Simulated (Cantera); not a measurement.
Feed: 1 mol HgO, a varied amount of H2, 1.9 mol N2, equilibrated at 1000 K and 0.0133 bar.

Cantera equilibrium calculation (NASA polynomials, part measured and part estimated; ideal gas, pure solids and liquids). Candidate condensed phases: H2O, Hg, HgO; 25 gas species. Equilibrium is a limit: real reactors are often held back by kinetics, nucleation or transport.

x: gas mole fraction; nothing condenses.

| n(H2) (mol) | x H2 | x N2 | x Hg | x H2O | x O2 | x NO | x NH3 |
|---|---|---|---|---|---|---|---|
| 0.78 | 9.14e-10 | 0.501 | 0.264 | 0.206 | 0.0290 | 9.28e-6 | <1e-12 |
| 0.97 | 3.04e-9 | 0.489 | 0.257 | 0.250 | 0.00386 | 3.34e-6 | <1e-12 |
| 1.2 | 0.0488 | 0.463 | 0.244 | 0.244 | <1e-12 | <1e-12 | [?] |
| 1.5 | 0.114 | 0.432 | 0.227 | 0.227 | <1e-12 | <1e-12 | [?] |
| 1.9 | 0.187 | 0.396 | 0.208 | 0.208 | <1e-12 | <1e-12 | [?] |
| 2.3 | 0.250 | 0.365 | 0.192 | 0.192 | <1e-12 | <1e-12 | [?] |
| 2.9 | 0.328 | 0.328 | 0.172 | 0.172 | <1e-12 | <1e-12 | [?] |
| 3.5 | 0.391 | 0.297 | 0.156 | 0.156 | <1e-12 | <1e-12 | [?] |
| 4.4 | 0.466 | 0.260 | 0.137 | 0.137 | <1e-12 | <1e-12 | [?] |
| 5.5 | 0.536 | 0.226 | 0.119 | 0.119 | <1e-12 | <1e-12 | [?] |
| 6.8 | 0.598 | 0.196 | 0.103 | 0.103 | <1e-12 | <1e-12 | 1.59e-6 |
| 8.4 | 0.655 | 0.168 | 0.0885 | 0.0885 | <1e-12 | <1e-12 | 1.69e-6 |

### Question
Fill in the missing entries.

### Answer

- 1.2, x NH3: 5.69e-8
- 1.5, x NH3: 1.95e-7
- 1.9, x NH3: 3.96e-7
- 2.3, x NH3: 5.86e-7
- 2.9, x NH3: 8.33e-7
- 3.5, x NH3: 1.03e-6
- 4.4, x NH3: 1.26e-6
- 5.5, x NH3: 1.45e-6
